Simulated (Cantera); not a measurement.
A perfectly stirred reactor is fed with N2O : H2 : N2 = 1 : 0.0021 : 4.9 (molar parts), at 1.78 atm; it is held at 1075 K, and followed from long to short residence time.

Detailed kinetics in Cantera: GRI-Mech 3.0 (53 species, 325 reactions). GRI-Mech 3.0 was tuned for natural gas; its chemistry of N2O as a main component is partial and can be far from experiment. The mechanism lacks the step 2 NO + O2 → 2 NO2, which can matter for NO2 below about 1400 K. The temperature is held fixed by assumption; the heat of reaction is taken as removed at once.

### Question
What does this change do: temperature 1075 to 1600 K?

### Answer
| quantity | before | after |
|---|---|---|
| x(N2O) at τ = 8.80 s | 0.109 | 0.000116 |
| x(H2) at τ = 8.80 s | 2.69e-6 | 5.20e-8 |
| x(OH) at τ = 8.80 s | 4.17e-7 | 1.08e-5 |
| x(NO) at τ = 8.80 s | 0.00249 | 0.00427 |
| x(HO2) at τ = 8.80 s | 3.07e-9 | 3.00e-8 |
| x(N2O) at τ = 41.0 ms | 0.169 | 0.0168 |
| x(H2) at τ = 41.0 ms | 0.000141 | 2.05e-6 |
| x(OH) at τ = 41.0 ms | 1.10e-6 | 3.04e-5 |
| x(NO) at τ = 41.0 ms | 2.56e-5 | 0.0226 |
| x(HO2) at τ = 41.0 ms | 2.19e-7 | 1.63e-7 |

### Question
What does this change do: temperature 1075 to 1275 K?

### Answer
| quantity | before | after |
|---|---|---|
| x(N2O) at τ = 8.80 s | 0.109 | 0.00752 |
| x(H2) at τ = 8.80 s | 2.69e-6 | 3.97e-7 |
| x(OH) at τ = 8.80 s | 4.17e-7 | 1.79e-6 |
| x(NO) at τ = 8.80 s | 0.00249 | 0.00578 |
| x(HO2) at τ = 8.80 s | 3.07e-9 | 1.01e-8 |
| x(N2O) at τ = 41.0 ms | 0.169 | 0.146 |
| x(H2) at τ = 41.0 ms | 0.000141 | 2.28e-5 |
| x(OH) at τ = 41.0 ms | 1.10e-6 | 6.37e-6 |
| x(NO) at τ = 41.0 ms | 2.56e-5 | 0.00265 |
| x(HO2) at τ = 41.0 ms | 2.19e-7 | 1.09e-7 |

### Question
What does this change do: pressure from 1.78 atm to 0.00553 atm?

### Answer
```
quantity                 before     after
---------------------  --------  --------
x(N2O) at τ = 8.80 s      0.109     0.169
x(H2) at τ = 8.80 s     2.69e-6  0.000168
x(OH) at τ = 8.80 s     4.17e-7   1.20e-6
x(NO) at τ = 8.80 s     0.00249   1.95e-5
x(HO2) at τ = 8.80 s    3.07e-9   2.60e-7
x(N2O) at τ = 41.0 ms     0.169     0.169
x(H2) at τ = 41.0 ms   0.000141  0.000356
x(OH) at τ = 41.0 ms    1.10e-6   7.89e-8
x(NO) at τ = 41.0 ms    2.56e-5   7.96e-8
x(HO2) at τ = 41.0 ms   2.19e-7   3.53e-9
```
Radical loss at walls, strong at low pressure, is not modelled.
